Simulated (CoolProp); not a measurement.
Vapour-liquid equilibrium of C2F6 (R116) (1) + R134a (2) at -62.55 °C; x and y are mole fractions of (1).

The numbers come from the multi-fluid Helmholtz-energy mixture model, Lemmon 2006 and Tillner-Roth 1994; pair parameters Bell 2016 in CoolProp.

Give the bubble pressure and the first vapour's composition at x = 0.65, 0.725, 0.8. Is there an azeotrope?

x = 0.65: 0.1885 MPa, y = 0.941; x = 0.725: 0.1917 MPa, y = 0.944; x = 0.8: 0.1965 MPa, y = 0.950. No azeotrope shows between x = 0.05 and 0.95.

The pair parameters rest on a limited set of measurements; away from them the model extrapolates. With so large a gap from Raoult's law the liquid may split in two, which this calculation doesn't test in full.
